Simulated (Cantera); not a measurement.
Feed: 1 mol SiH₂Cl₂, 0.011 mol CH₄, 14 mol H₂, equilibrated at 2275 K and 10000 Pa.

These are equilibrium values from Cantera (NASA tables, ideal gas, pure condensed phases), not measurements of a reactor. The tables' values for SiCl, SiCl₃ are old estimates; treat these amounts as uncertain. Gases not in the tables: Si₂H₆ and higher silanes. Equilibrium is a limit: real reactors are often held back by kinetics, nucleation or transport.

```json
[
 {"species": "H₂", "before": "0.859", "after": "0.966"},
 {"species": "H", "before": "0.0249", "after": "0.0264"},
 {"species": "HCl", "before": "0.0866", "after": "0.00500"},
 {"species": "SiCl₂", "before": "0.0157", "after": "1.32e-5"},
 {"species": "Si", "before": "0.00745", "after": "0.00211"},
 {"species": "SiCl₃", "before": "4.57e-5", "after": "2.09e-9"},
 {"species": "SiCl", "before": "0.00204", "after": "3.15e-5"},
 {"species": "Si₃", "before": "2.60e-5", "after": "5.94e-7"},
 {"species": "Si₂C", "before": "0.000531", "after": "1.38e-5"},
 {"species": "SiC₂", "before": "1.52e-5", "after": "4.48e-7"},
 {"species": "Cl", "before": "0.00181", "after": "9.86e-5"},
 {"species": "Si(l), mol", "before": "0.544", "after": "0"}
]
```
Gas species are given as mole fractions.

Problem. Name the change that produced these shifts.
A. temperature from 2275 K to 1725 K
B. H₂ from 14 to 380 mol
C. temperature from 2275 K to 1348 K
D. pressure from 10000 Pa to 15000 Pa

Solution. B, H₂ from 14 to 380 mol. The tables' values for SiCl are old estimates; treat these amounts as uncertain
